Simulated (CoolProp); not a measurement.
A closed Brayton cycle with dry air: compressor inlet 325.15 K and 4.6 MPa, high pressure 13.2 MPa, turbine inlet 895 K, compressor efficiency 0.85, turbine efficiency 0.85, recuperator effectiveness 0.9 (on enthalpy, no pinch check). Each further row changes one setting.

Computed with CoolProp (reference Helmholtz-energy equation of state, Lemmon 2000). It is a pseudo-pure fit of the blend.

| case | thermal efficiency (%) | net work (kJ/kg) | compressor to turbine work | compressor exit (K) | turbine exit (K) |
|---|---|---|---|---|---|
| as stated | ? | 69.0 | 0.67 | 460.5 | 711.7 |
| turbine inlet 845 K | 25.8 | 57.3 | ? | 460.5 | 670.3 |
| compressor inlet 335.15 K | ? | ? | 0.69 | ? | 711.7 |
| high pressure 11.2 MPa | 30.2 | 64.8 | 0.64 | ? | 737.5 |
| recuperator effectiveness 0.5 | 20.0 | 69.0 | 0.67 | 460.5 | 711.7 |

### Question
Complete the blanks.

### Answer

- as stated, thermal efficiency (%): 29.0
- turbine inlet 845 K, compressor to turbine work: 0.71
- compressor inlet 335.15 K, thermal efficiency (%): 27.3
- compressor inlet 335.15 K, net work (kJ/kg): 64.5
- compressor inlet 335.15 K, compressor exit (K): 474.3
- high pressure 11.2 MPa, compressor exit (K): 436.7
